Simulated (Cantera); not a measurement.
A Cantera script and what it prints.

```python
import numpy as np
import cantera as ct

gas_names = """
    CO N2 NO
""".split()
cond_names = """
    Ta(cr) Ta(L) TaC(s) TaC(L)
""".split()


# ... load() reads the species with a 1 bar reference pressure and builds the phases ...
species = {s.name: s for s in load("nasa_gas.yaml", gas_names) + load("nasa_condensed.yaml", cond_names)}
# Each term lists the table entries of one substance; the one whose range holds T is used.
reactions = {
    '2 CO(g) + N2(g) + 2 Ta = 2 NO(g) + 2 TaC':
        [(-2, ['CO']), (-1, ['N2']), (-2, ['Ta(cr)', 'Ta(L)']), (2, ['NO']), (2, ['TaC(s)', 'TaC(L)'])],
}


def pick(names, T):
    return next(species[n] for n in names if species[n].thermo.min_temp <= T <= species[n].thermo.max_temp)


results = []
for label, terms in reactions.items():
    print(label)
    print("     T/K   dH/kJ  dS/(J/K)   dG/kJ   log10 K")
    for T in [2100, 2200, 2300, 2400, 2500, 2600, 2700, 2800]:
        used = [(nu, pick(names, T)) for nu, names in terms]
        dH = sum(nu * s.thermo.h(T) for nu, s in used) / 1e6
        dS = sum(nu * s.thermo.s(T) for nu, s in used) / 1e3
        dG = dH - T * dS / 1e3
        logK = -dG * 1e6 / (ct.gas_constant * T * np.log(10))
        results.append((label, T, dH, dS, dG, logK, [s.name for _, s in used]))
        print(f"{T:8g} {dH:8.1f} {dS:8.1f} {dG:8.1f} {logK:8.2f}")
```

Result:

```
2 CO(g) + N2(g) + 2 Ta = 2 NO(g) + 2 TaC
     T/K   dH/kJ  dS/(J/K)   dG/kJ   log10 K
    2100    142.5   -140.7    437.9   -10.89
    2200    144.6   -139.7    451.9   -10.73
    2300    146.8   -138.7    465.8   -10.58
    2400    149.0   -137.8    479.6   -10.44
    2500    151.2   -136.9    493.4   -10.31
    2600    153.3   -136.0    507.0   -10.19
    2700    155.4   -135.2    520.6   -10.07
    2800    157.5   -134.5    534.1    -9.96
```

Standard-state values (1 bar) from the NASA 1993 polynomials, evaluated with Cantera. TaC: taken at fixed stoichiometry. Condensed species are held in their standard states even where they would react or evaporate.
